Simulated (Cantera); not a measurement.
Input: 1 mol Si, 2.8 mol F2, equilibrated at 1.33 mbar.

Cantera equilibrium calculation (NASA polynomials, part measured and part estimated; ideal gas, pure solids and liquids). Candidate condensed phases: Si; 9 gas species. Rates play no part.

**Question.** At 500 °C, list the 3 most abundant gas species with their mole fractions, and the condensed phases.

**Answer.** SiF4 0.530, F2 0.379, F 0.0912. Condensed: gas only.
